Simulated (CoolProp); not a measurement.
Saturated liquid density (kg/m³) of carbon dioxide: the reference equation beside estimates from Tc = 304.1 K, pc = 73.77 bar, ω = 0.224. Rackett uses Z = 0.29056 − 0.08775 ω.

Values from CoolProp's reference Helmholtz-energy equation of state, Span 1996.

| T (K) | reference | Rackett | van der Waals | Soave-Redlich-Kwong | Peng-Robinson |
|---|---|---|---|---|---|
| 241.7 | 1082 | 1088 | [?] | 982.6 | 1115 |
| 247.5 | 1057 | 1063 | 650.5 | 954.8 | 1084 |
| 253.3 | 1031 | 1037 | 634.2 | [?] | 1050 |
| 259.1 | 1003 | 1010 | 616.9 | 893.2 | 1014 |
| 264.8 | 974.3 | 981.5 | 598.8 | 859.5 | 974.8 |
| 270.6 | 942.4 | 950.2 | 578.9 | [?] | [?] |
| 276.4 | 907.4 | 915.9 | 557.1 | 781.1 | [?] |
| 282.2 | 868.1 | 877.6 | 532.9 | 735.4 | 830.4 |
| 287.9 | 823.4 | 834.1 | 505.8 | 684.0 | 770.0 |

Task: Complete the blanks.

Result: 
- 241.7, van der Waals: 665.9
- 253.3, Soave-Redlich-Kwong: 925.1
- 270.6, Soave-Redlich-Kwong: 822.1
- 270.6, Peng-Robinson: 931.6
- 276.4, Peng-Robinson: 883.9

Absolute difference from the reference over all 9 rows, mean and median: Rackett 0.8 and 0.7 %, van der Waals 38.5 and 38.5 %, Soave-Redlich-Kwong 12.3 and 11.8 %, Peng-Robinson 2.6 and 2.6 %.
